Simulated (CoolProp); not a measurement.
The fluid at 293.15 K and 0.234 MPa expands adiabatically to 0.0227 MPa with isentropic efficiency 0.7. The same conditions are run with several fluids, on thermodynamics alone (safety and materials aside).

Computed with CoolProp (reference Helmholtz-energy equation of state of each fluid (R227EA: Lemmon 2016; CH3F (R41): Lemmon 2006; ethane: Bücker 2006; R410A: Lemmon 2003; ethylene: Smukala 2000)). Blends and air are pseudo-pure fits.

```
fluid       work (kJ/kg)  final temperature (K)  final density (kg/m³)
----------  ------------  ---------------------  ---------------------
R227EA              20.9                  261.5                    [?]
CH3F (R41)          88.5                  204.6                  0.457
ethane               107                    [?]                  0.369
R410A               45.0                  228.9                  0.873
ethylene             110                    [?]                    [?]
```

Fill in the missing entries.


- R227EA, final density (kg/m³): 1.79
- ethane, final temperature (K): 223.5
- ethylene, final temperature (K): 211.4
- ethylene, final density (kg/m³): 0.364
